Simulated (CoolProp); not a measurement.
Vapour-liquid equilibrium of R22 (1) + R142b (2) at 6.91 bar; x and y are mole fractions of (1).

Model: multi-fluid Helmholtz-energy mixture model, Kamei 1995 and Lemmon 2006; pair parameters Bell 2016, in CoolProp.

```
x     bubble temperature (°C)  y at the bubble point  dew temperature at overall composition x (°C)  liquid density (mol/L)
----  -----------------------  ---------------------  ---------------------------------------------  ----------------------
0.05                     47.5                      ?                                           49.1                   10.56
0.15                        ?                      ?                                           46.3                   10.93
0.25                     37.2                      ?                                           43.4                       ?
0.35                     32.8                      ?                                           40.3                   11.69
0.45                     28.8                  0.669                                           37.0                   12.07
0.55                        ?                  0.757                                           33.4                   12.47
0.65                     21.4                  0.830                                           29.6                   12.88
0.75                        ?                  0.892                                           25.3                   13.30
0.85                     14.8                  0.942                                           20.3                   13.74
0.95                     11.9                  0.983                                           14.3                   14.18
```

**Question.** What belongs in the gaps?

**Answer.** 
- 0.05, y at the bubble point: 0.109
- 0.15, bubble temperature (°C): 42.1
- 0.15, y at the bubble point: 0.293
- 0.25, y at the bubble point: 0.442
- 0.25, liquid density (mol/L): 11.31
- 0.35, y at the bubble point: 0.566
- 0.55, bubble temperature (°C): 25.0
- 0.75, bubble temperature (°C): 18.0

No azeotrope shows between x = 0.05 and 0.95.

The pair parameters rest on a limited set of measurements; away from them the model extrapolates.
